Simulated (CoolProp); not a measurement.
The numbers come from the reference Helmholtz-energy equation of state, Lemmon 2005 in CoolProp. It is a short technical equation, of lower accuracy than the large ones.

Question: Give the vapour pressure (MPa), liquid density (kg/m³), vapour density (kg/m³), liquid cp (kJ/(kg K)) of saturated isobutene at 204.4, 250 K.

Answer: 
```csv
T (K),p (MPa),liquid density (kg/m³),vapour density (kg/m³),liquid cp (kJ/(kg K))
204.4,0.00378,693,0.125,2.02
250,0.0514,644,1.43,2.16
```
